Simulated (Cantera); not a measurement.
# Fluorocarbon and chlorocarbon gases: CF₄ + H₂

A closed system holds: 1 mol CF₄, a varied amount of H₂, at 2652 °C and 13300 Pa.

Method: chemical equilibrium by Gibbs-energy minimisation in Cantera with the NASA 1993 tables (ideal gas, pure condensed phases). Candidate condensed phases: C, C₆H₆, C₇H₈, C₈H₁₈; 95 gas species. Gases not in the tables: C₂F₆ and larger saturated fluorocarbons. Equilibrium is a limit: real reactors are often held back by kinetics, nucleation or transport.

| n(H₂) (mol) | x HF | x F | x CF₂ | x CF | x CF₃ | x H | x CF₄ | x C₃ | n C(graphite) |
|---|---|---|---|---|---|---|---|---|---|
| 0.18 | 0.116 | 0.562 | 0.273 | 0.0406 | 0.00444 | 0.000130 | 0.00350 | 0.000406 | 0 |
| 0.23 | 0.148 | 0.532 | 0.270 | 0.0425 | 0.00416 | 0.000174 | 0.00310 | 0.000548 | 0 |
| 0.29 | 0.185 | 0.496 | 0.266 | 0.0448 | 0.00382 | 0.000235 | 0.00266 | 0.000794 | 0 |
| 0.37 | 0.233 | 0.462 | 0.251 | 0.0456 | 0.00337 | 0.000317 | 0.00218 | 0.00103 | 0.0297 |
| 0.47 | 0.289 | 0.437 | 0.224 | 0.0430 | 0.00284 | 0.000416 | 0.00174 | 0.00103 | 0.106 |
| 0.6 | 0.359 | 0.404 | 0.192 | 0.0398 | 0.00225 | 0.000558 | 0.00127 | 0.00103 | 0.202 |
| 0.77 | 0.445 | 0.361 | 0.154 | 0.0356 | 0.00161 | 0.000773 | 0.000815 | 0.00103 | 0.324 |
| 0.98 | 0.544 | 0.309 | 0.112 | 0.0305 | 0.00101 | 0.00111 | 0.000436 | 0.00103 | 0.468 |
| 1.2 | 0.643 | 0.253 | 0.0754 | 0.0249 | 0.000554 | 0.00159 | 0.000196 | 0.00103 | 0.610 |
| 1.6 | 0.812 | 0.144 | 0.0245 | 0.0142 | 0.000102 | 0.00354 | 2.07e-5 | 0.00103 | 0.833 |
x: gas mole fraction; n: condensed amount in mol.

From 0.18 mol H₂ to 0.29 mol H₂ nothing is condensed. From 0.37 mol H₂ to 1.6 mol H₂ the condensed part is C(graphite). The main C-bearing gas is CF₂ throughout.
